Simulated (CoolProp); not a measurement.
200 sccm (0 °C, 1 atm) of nitrogen bubbles through liquid n-octane at 334.4 K and leaves saturated at a total pressure of 0.15 MPa (ideal gas phase). Each further row changes one setting.

The numbers come from the reference Helmholtz-energy equation of state, Beckmüller 2019 in CoolProp.

```
case                      vapour pressure (kPa)  mole fraction of vapour  delivery (mg/min)  delivery (sccm)  change of delivery for a bath 1 K warmer (%)
------------------------  ---------------------  -----------------------  -----------------  ---------------  --------------------------------------------
as stated                                  11.1                   0.0738               81.2             15.9                                           4.7
bath temperature 339.4 K                   13.6                   0.0909                102             20.0                                           4.6
total pressure 0.3 MPa                     11.1                   0.0369               39.0             7.66                                           4.5
```
